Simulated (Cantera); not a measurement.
Input: 1 mol SiCl₄, 0.24 mol HCl, 64 mol H₂, at 97.5 Torr.

These are equilibrium values from Cantera (NASA tables, ideal gas, pure condensed phases), not measurements of a reactor. Candidate condensed phases: Si; 19 gas species. Kinetics and transport are ignored.

Task: What share of the Si ends up in condensed phases as a function of T (°C), at 650, 700, 750, 800, 850, 900, 950, 1000, 1050, 1100, 1150, 1200?

Result: 
| T (°C) | Si condensed (%) | as |
|---|---|---|
| 650 | 0.0 | - |
| 700 | 0.0 | - |
| 750 | 3.6 | Si(s) |
| 800 | 11.9 | Si(s) |
| 850 | 21.0 | Si(s) |
| 900 | 29.9 | Si(s) |
| 950 | 37.4 | Si(s) |
| 1000 | 42.6 | Si(s) |
| 1050 | 45.6 | Si(s) |
| 1100 | 46.9 | Si(s) |
| 1150 | 47.0 | Si(s) |
| 1200 | 46.6 | Si(s) |
